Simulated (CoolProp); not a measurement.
Vapour-liquid equilibrium of R134a (1) + R124 (2) at 0.0608 bar; x and y are mole fractions of (1).

Model: multi-fluid Helmholtz-energy mixture model, Tillner-Roth 1994 and de Vries 1995; pair parameters Bell 2016, in CoolProp.

Question: Give the bubble temperature and the first vapour's composition at x = 0.05, 0.35, 0.95. Is there an azeotrope?

Answer: x = 0.05: 208.5 K, y = 0.120; x = 0.35: 204.0 K, y = 0.554; x = 0.95: 199.7 K, y = 0.968. No azeotrope shows between x = 0.05 and 0.95.

Pair parameters are fitted to limited data, so mixtures are less certain than the pure fluids.
